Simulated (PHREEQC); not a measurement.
0.38 g of hydrous ferric oxide (600 m²/g; 0.2 weak and 0.005 strong sites per Fe, Dzombak-Morel constants, diffuse double layer) in 1 kg of water with 0.3 mol/kgw of an inert sodium salt and 1.3 mmol/kgw H3BO3 and 0.015 mmol/kgw MgCl2, at 25 °C; the pH is set by adding NaOH or the inert anion's acid. Oxygen alone is held at its pressure in air (log pO2 = -0.68). CO2 from the air is kept out. Precipitation was switched off in this run.

Base run: PHREEQC, ion-association model, wateq4f.dat. Each further column changes one thing. The table gives Mg sorbed (%).

| pH | base | no electrostatic term (-no_edl) | background salt from 0.3 to 0.03 mol/kgw | oxide from 0.38 to 1.9 g/kgw | 0.00023 mol/kgw NiCl2 added |
|---|---|---|---|---|---|
| 4 | 0.0 | 0.0 | 0.0 | 0.0 | 0.0 |
| 4.5 | 0.0 | 0.0 | 0.0 | 0.0 | 0.0 |
| 5 | 0.0 | 0.0 | 0.0 | 0.0 | 0.0 |
| 5.5 | 0.0 | 0.0 | 0.0 | 0.0 | 0.0 |
| 6 | 0.0 | 0.0 | 0.0 | 0.1 | 0.0 |
| 6.5 | 0.1 | 0.3 | 0.1 | 0.5 | 0.1 |
| 7.5 | 5.5 | 11.4 | 7.5 | 22.5 | 2.5 |
| 8 | 29.6 | 33.8 | 40.8 | (withheld) | 11.0 |
| 8.5 | 74.6 | 59.5 | (withheld) | 93.9 | 40.6 |
| 9 | 95.2 | 75.2 | 98.0 | 99.1 | 79.7 |
| 9.5 | 99.2 | 81.6 | 99.7 | 99.8 | (withheld) |
| 10 | 99.9 | (withheld) | 100.0 | 100.0 | 99.1 |

Task: Complete the blanks.

Result: 
- 8, oxide from 0.38 to 1.9 g/kgw: 68.0
- 8.5, background salt from 0.3 to 0.03 mol/kgw: 85.4
- 9.5, 0.00023 mol/kgw NiCl2 added: 95.6
- 10, no electrostatic term (-no_edl): 83.7

 In at least one series the solution becomes supersaturated in solids that the run did not let form, among them Ni(OH)2.
